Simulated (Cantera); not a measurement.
Input: 1 mol AlCl3, 0.77 mol N2O, 550 mol H2, equilibrated at 0.323 Torr.

Equilibrium computed with Cantera from the NASA thermochemical tables; the gas is ideal and each condensed phase is pure. Candidate condensed phases: Al, AlCl3, AlN, Al2O3, H2O, NH4Cl; 45 gas species. The numbers say what is thermodynamically allowed, not how fast it happens.

Question: At 1423 K, list the 5 most abundant gas species with their mole fractions, and the condensed phases.

Answer: H2 0.993, HCl 0.00454, N2 0.00139, AlCl 0.000872, H 0.000319. Condensed: Al2O3(s).
